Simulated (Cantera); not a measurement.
Reactions in the system C-K-O

Cantera with NASA thermochemical tables; ideal gases at 1 bar, condensed phases pure. Values are per mole of reaction as written; species without (g) are pure solids or liquids, kept so even where they would boil at 1 bar.

K₂CO₃ + 2 C = 2 K(g) + 3 CO(g)

```tsv
T (K)	ΔH° (kJ)	ΔS° (J/K)	ΔG° (kJ)	log10 K
1723	853.7	610.6	-198.4	6.02
1823	842.8	604.5	-259.2	7.43
1923	831.8	598.6	-319.3	8.67
2023	820.9	593.1	-378.9	9.78
2123	810.1	587.9	-437.9	10.78
2223	799.2	582.9	-496.5	11.67
2323	788.4	578.1	-554.5	12.47
2423	777.7	573.6	-612.1	13.20
2523	766.9	569.2	-669.2	13.86
```
